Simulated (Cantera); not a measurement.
A closed system holds: 1 mol Cr2O3, 2800 mol H2, 3.2 mol N2, held at 0.140 bar.

Cantera equilibrium calculation (NASA polynomials, part measured and part estimated; ideal gas, pure solids and liquids). Candidate condensed phases: Cr, CrN, Cr2N, Cr2O3, H2O; 29 gas species. Mutual solubility and eutectic melting of coexisting phases are not modelled. Equilibrium is a limit: real reactors are often held back by kinetics, nucleation or transport.

Which condensed phases are stable at each of these points (T (K)): 1173, 1223, 1273, 1323, 1373, 1423, 1473, 1523, 1573?


```tsv
T (K)	condensed phases	Cr condensed (%)
1173	Cr(s) + Cr2O3(s)	100.0
1223	Cr(s) + Cr2O3(s)	100.0
1273	Cr(s) + Cr2O3(s)	100.0
1323	Cr(s) + Cr2O3(s)	100.0
1373	Cr(s) + Cr2O3(s)	100.0
1423	Cr(s) + Cr2O3(s)	99.9
1473	Cr(s) + Cr2O3(s)	99.7
1523	Cr(s)	99.1
1573	Cr(s)	97.6
```

From 1173 K to 1473 K the condensed part is Cr(s) + Cr2O3(s). From 1523 K to 1573 K the condensed part is Cr(s).
